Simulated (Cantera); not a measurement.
A diamond (100) surface in a fixed gas of H2 with x(CH4) = 0.0035, x(H) = 0.042, at 1150 K, 2300 Pa; coverages are run to steady state.

Cantera simulation using the Harris–Goodwin 1993 mechanism for the reconstructed diamond (100) surface; the numbers are that mechanism's predictions, not measurements.

θ: site fractions in the mechanism's names (c6HH fully hydrogenated, c6H* and c6*H radical sites, c6** diradical, c6HM methylated).

| x(CH3) | growth (µm/h) | θ c6HH | θ c6H* | θ c6*H | θ c6** | θ c6HM |
|---|---|---|---|---|---|---|
| 1e-06 | 0.0174 | 0.473 | 0.0333 | 0.470 | 0.0244 | … |
| 2.5e-06 | 0.0436 | 0.473 | 0.0333 | 0.470 | 0.0244 | … |
| 6.3e-06 | 0.110 | 0.473 | 0.0333 | 0.470 | 0.0244 | … |
| 1.6e-05 | 0.279 | 0.473 | 0.0333 | 0.470 | 0.0244 | … |
| 4e-05 | 0.697 | 0.472 | 0.0333 | 0.469 | 0.0244 | … |
| 9.9e-05 | 1.72 | 0.472 | 0.0333 | 0.469 | 0.0244 | … |
| 0.00025 | 4.34 | 0.472 | 0.0333 | 0.468 | 0.0243 | … |
| 0.00063 | 10.9 | 0.470 | 0.0331 | 0.467 | 0.0242 | … |
| 0.0016 | 27.4 | 0.466 | 0.0328 | 0.462 | 0.0238 | … |

### Question
Some entries are withheld; supply them.

### Answer

- 1e-06, θ c6HM: 5.83e-6
- 2.5e-06, θ c6HM: 1.46e-5
- 6.3e-06, θ c6HM: 3.67e-5
- 1.6e-05, θ c6HM: 9.32e-5
- 4e-05, θ c6HM: 0.000233
- 9.9e-05, θ c6HM: 0.000576
- 0.00025, θ c6HM: 0.00145
- 0.00063, θ c6HM: 0.00364
- 0.0016, θ c6HM: 0.00915
